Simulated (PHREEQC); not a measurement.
Consider water at 25 °C with 0.0096 mol/kgw KHCO3, 6.6e-05 mol/kgw K2HPO4 and 0.00013 mol/kgw H2SO4. Closed to the air; pH follows from the charge balance.

All values are PHREEQC results (ion-association model, wateq4f.dat), not measurements.

No solid was allowed to form.

Task: Order these P species by the share of P that they hold, largest first: H2PO4-, KHPO4-, HPO4-2.

Result: HPO4-2 (84 %), H2PO4- (15 %), KHPO4- (1.1 %)

The pH is 7.81 and the ionic strength 0.00994 mol/kgw. H3PO4, which wateq4f.dat lacks, is added to it with the constant of phreeqc.dat.
